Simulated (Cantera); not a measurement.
Cantera run:

```python
import numpy as np
import cantera as ct

gas_names = """
    C CH CH2 CH3 CH2OH CH3O CH4 CH3OH CN CO CO2 COOH C2 C2H CHCO,ketyl C2H2,acetylene C2H2,vinylidene
    CH2CO,ketene C2H3,vinyl CH3CN CH3CO,acetyl C2H4 C2H4O,ethylen CH3CHO,ethanal CH3COOH (HCOOH)2 C2H5
    C2H6 CH3OCH3 C2H5OH CCN CNC C2N2 C2O C3 C3H3,propargyl C3H4,allene C3H4,propyne C3H4,cyclo-
    C3H5,allyl C3H6,propylene C3H6,cyclo- C3H6O C3H7,n-propyl C3H7,i-propyl C3H8 C3H8O,1propanol
    C3H8O,2propanol C3O2 C4 C4H2 C4H4,1,3-cyclo- C4H6,butadiene C4H6,2-butyne C4H6,cyclo- C4H8,1-butene
    C4H8,cis2-buten C4H8,tr2-butene C4H8,isobutene C4H8,cyclo- (CH3COOH)2 C4H9,n-butyl C4H9,i-butyl
    C4H9,s-butyl C4H9,t-butyl C4H10,isobutane C4H10,n-butane C4N2 C5 C5H6,1,3cyclo- C5H8,cyclo-
    C5H10,1-pentene C5H10,cyclo- C5H11,pentyl C5H11,t-pentyl C5H12,n-pentane C5H12,i-pentane
    CH3C(CH3)2CH3 C6H2 C6H5,phenyl C6H5O,phenoxy C6H6 C6H5OH,phenol C6H10,cyclo- C6H12,1-hexene
    C6H12,cyclo- C6H13,n-hexyl C7H7,benzyl C7H8 C7H8O,cresol C7H14,1-heptene C7H15,n-heptyl
    C7H16,n-heptane C8H8,styrene C8H10,ethylbenz C8H16,1-octene C8H17,n-octyl C8H18,isooctane
    C8H18,n-octane C9H19,n-nonyl C10H8,naphthale C10H21,n-decyl C12H9,o-bipheny C12H10,bipheny H HCN HCO
    HCCN HNC HNCO HNO HNO2 HNO3 HO2 H2 HCHO,formaldehy HCOOH H2O H2O2 N NCO NH NH2 NH3 NH2OH NO NO2 NO3
    N2 N2H2 N2H4 N2O O OH O2 O3 Si SiC SiC2 SiC4H12 SiH SiH2 SiH3 SiH4 SiN SiO SiO2 Si2 Si2C Si2N Si3
""".split()
cond_names = """
    C(gr) C6H6(L) C7H8(L) C8H18(L),n-octa H2O(s) H2O(L) Si(cr) Si(L) SiC(b) SiO2(Lqz) SiO2(hqz) SiO2(L)
    Si2N2O(s) Si3N4(a)
""".split()


def load(file, names, dense=False):
    # The tables refer to 1 bar. Condensed volumes are neglected.
    table = {s.name: s for s in ct.Species.list_from_file(file)}
    out = []
    for n in names:
        d = dict(table[n].input_data)
        d["thermo"] = dict(d["thermo"], **{"reference-pressure": 1e5})
        if dense:
            d["equation-of-state"] = {"model": "constant-volume", "density": "1e6 g/cm^3"}
        out.append(ct.Species.from_dict(d))
    return out


gas = ct.Solution(thermo="ideal-gas", species=load("nasa_gas.yaml", gas_names))
cond = {s.name: ct.Solution(thermo="fixed-stoichiometry", species=[s], name=s.name)
        for s in load("nasa_condensed.yaml", cond_names, dense=True)}
atoms = {
    'SiH4': {'Si': 1, 'H': 4},
    'CO2': {'C': 1, 'O': 2},
    'N2': {'N': 2},
}
top_T = {'C(gr)': 4500, 'SiC(b)': 3050, 'Si2N2O(s)': 2100, 'Si3N4(a)': 2400}  # K; cautious upper limits of use, not melting points


def equilibrate(T, P, feed):
    n = {}
    for name, mol in feed.items():
        for a, k in atoms[name].items():
            n[a] = n.get(a, 0.0) + k * mol
    gas.TPX = T, P, n
    mass = sum(n.values()) * gas.mean_molecular_weight
    gas.equilibrate("TP")
    valid = [c for c in cond.values() if c.min_temp <= T <= top_T.get(c.name, c.max_temp)]
    mix = ct.Mixture([(gas, mass / gas.mean_molecular_weight)] + [(c, 0.0) for c in valid])
    mix.T, mix.P = T, P
    mix.equilibrate("TP", solver="vcs", rtol=1e-11, max_steps=5000)
    return mix


results = []
T = 1400  # K
P = 1100  # Pa
for m in [5, 6.4, 8.3, 11, 14, 18, 23, 30, 39, 51, 66, 85]:
    feed = {'SiH4': 1, 'CO2': 7.9, 'N2': m}  # mol
    mix = equilibrate(T, P, feed)
    results.append((T, P, feed, dict(zip(mix.species_names, mix.species_moles))))

top = {s: max(r[3][s] / sum(r[3][g] for g in gas_names) for r in results) for s in gas_names}
cols = sorted((s for s in top if top[s] > 1e-06), key=lambda s: -top[s])[:7]
seen = [c for c in cond_names if any(r[3].get(c, 0) > 1e-12 for r in results)]
print("log10 of partial pressures in bar; condensed amounts in mol")
print(f"{'n(N2)':>10s}" + "".join(f"{s[:9]:>10s}" for s in cols + seen))
for T, P, feed, n in results:
    ng = sum(n[g] for g in gas_names)
    print(f"{feed['N2']:10.4g}" + "".join(f"{np.log10(max(n[s] / ng * P / 1e5, 1e-99)):10.3f}" for s in cols)
          + "".join(f"{n.get(c, 0):10.4g}" for c in seen))
```

Result:

```
log10 of partial pressures in bar; condensed amounts in mol
     n(N2)        N2       CO2        CO       H2O        H2         H SiO2(hqz)
         5    -2.433    -2.485    -2.592    -2.965    -3.407    -7.017         1
       6.4    -2.365    -2.524    -2.631    -3.004    -3.446    -7.036         1
       8.3    -2.300    -2.572    -2.678    -3.051    -3.494    -7.060         1
        11    -2.237    -2.632    -2.738    -3.112    -3.554    -7.090         1
        14    -2.191    -2.691    -2.797    -3.170    -3.613    -7.119         1
        18    -2.149    -2.758    -2.864    -3.237    -3.680    -7.153         1
        23    -2.114    -2.829    -2.936    -3.309    -3.751    -7.189         1
        30    -2.082    -2.913    -3.019    -3.392    -3.835    -7.231         1
        39    -2.057    -3.001    -3.108    -3.481    -3.923    -7.275         1
        51    -2.036    -3.097    -3.203    -3.576    -4.019    -7.322         1
        66    -2.019    -3.192    -3.299    -3.672    -4.114    -7.370         1
        85    -2.006    -3.289    -3.396    -3.769    -4.211    -7.419         1
```

Method: chemical equilibrium by Gibbs-energy minimisation in Cantera with the NASA 1993 tables (ideal gas, pure condensed phases). The tables hold silica as quartz up to 1696 K and as liquid above; real silica turns to tridymite and cristobalite and melts near 1996 K.
